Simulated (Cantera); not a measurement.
Cantera run:

```python
import numpy as np
import cantera as ct

gas_names = """
    Ca S2
""".split()
cond_names = """
    CaS(s)
""".split()


def load(file, names, dense=False):
    # The tables refer to 1 bar. Condensed volumes are neglected.
    table = {s.name: s for s in ct.Species.list_from_file(file)}
    out = []
    for n in names:
        d = dict(table[n].input_data)
        d["thermo"] = dict(d["thermo"], **{"reference-pressure": 1e5})
        if dense:
            d["equation-of-state"] = {"model": "constant-volume", "density": "1e6 g/cm^3"}
        out.append(ct.Species.from_dict(d))
    return out


species = {s.name: s for s in load("nasa_gas.yaml", gas_names) + load("nasa_condensed.yaml", cond_names)}
# Each term lists the table entries of one substance; the one whose range holds T is used.
reactions = {
    '2 Ca(g) + S2(g) = 2 CaS':
        [(-2, ['Ca']), (-1, ['S2']), (2, ['CaS(s)'])],
}


def pick(names, T):
    return next(species[n] for n in names if species[n].thermo.min_temp <= T <= species[n].thermo.max_temp)


results = []
for label, terms in reactions.items():
    print(label)
    print("     T/K   dH/kJ  dS/(J/K)   dG/kJ   log10 K")
    for T in [1150, 1175, 1200, 1225, 1250, 1275, 1300]:
        used = [(nu, pick(names, T)) for nu, names in terms]
        dH = sum(nu * s.thermo.h(T) for nu, s in used) / 1e6
        dS = sum(nu * s.thermo.s(T) for nu, s in used) / 1e3
        dG = dH - T * dS / 1e3
        logK = -dG * 1e6 / (ct.gas_constant * T * np.log(10))
        results.append((label, T, dH, dS, dG, logK, [s.name for _, s in used]))
        print(f"{T:8g} {dH:8.1f} {dS:8.1f} {dG:8.1f} {logK:8.2f}")
```

It prints:

```
2 Ca(g) + S2(g) = 2 CaS
     T/K   dH/kJ  dS/(J/K)   dG/kJ   log10 K
    1150  -1407.7   -390.3   -958.9    43.55
    1175  -1407.0   -389.7   -949.1    42.19
    1200  -1406.2   -389.0   -939.4    40.89
    1225  -1405.5   -388.4   -929.7    39.64
    1250  -1404.7   -387.8   -920.0    38.44
    1275  -1404.0   -387.2   -910.3    37.29
    1300  -1403.2   -386.6   -900.6    36.19
```

Cantera with NASA thermochemical tables; ideal gases at 1 bar, condensed phases pure. Condensed species are held in their standard states even where they would react or evaporate.
